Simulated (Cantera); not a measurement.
Charge: 1 mol Fe(CO)5, 1.6 mol O2, 13 mol H2, equilibrated at 827 °C.

Method: chemical equilibrium by Gibbs-energy minimisation in Cantera with the NASA 1993 tables (ideal gas, pure condensed phases). Candidate condensed phases: C, C6H6, C7H8, C8H18, Fe, Fe(CO)5, FeO, Fe(OH)2, Fe(OH)3, Fe2O3, Fe3O4, H2O; 114 gas species. The tables' stoichiometric FeO is somewhat more stable than real wüstite, so its field is too wide. FeO: taken at fixed stoichiometry. The numbers say what is thermodynamically allowed, not how fast it happens.

Question: Which condensed phases are stable at each of these points (P (Pa)): 10, 68, 460, 3200, 22000, 150000, 1000000?

Answer: 
```
P (Pa)   condensed phases  Fe condensed (%)
-------  ----------------  ----------------
10                  Fe(α)             100.0
68                  Fe(α)             100.0
460                 Fe(α)             100.0
3200                Fe(α)             100.0
22000               Fe(α)             100.0
150000              Fe(α)             100.0
1000000            FeO(s)             100.0
```

From 10.0 Pa to 150000 Pa the condensed part is Fe(α). At 1000000 Pa the condensed part is FeO(s).
